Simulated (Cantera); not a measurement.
A freely propagating, adiabatic, planar premixed flame of CH3OH : O2 : N2 = 1 : 1.81 : 7.77 (molar parts), unburnt at 475 K and 0.138 atm; multicomponent transport, grid criteria slope 0.08 and curve 0.16, no radiation.

Model: GRI-Mech 3.0 (53 species, 325 reactions), integrated in Cantera. GRI-Mech 3.0 was tuned for natural gas; its chemistry of methanol as a main component is partial and can be far from experiment. Burning velocities carry a grid error of a few per cent, more on coarse grids.

Q: Predict: laminar burning velocity; thermal thickness; peak x(C2H4); peak x(H2); peak x(HO2); peak x(H2O2).

A: 
| Quantity | Value |
|---|---|
| laminar burning velocity | 77.1 cm/s |
| thermal thickness | 2.22 mm |
| peak x(C2H4) | 5.12e-7 |
| peak x(H2) | 0.0213 |
| peak x(HO2) | 0.00223 |
| peak x(H2O2) | 0.00119 |
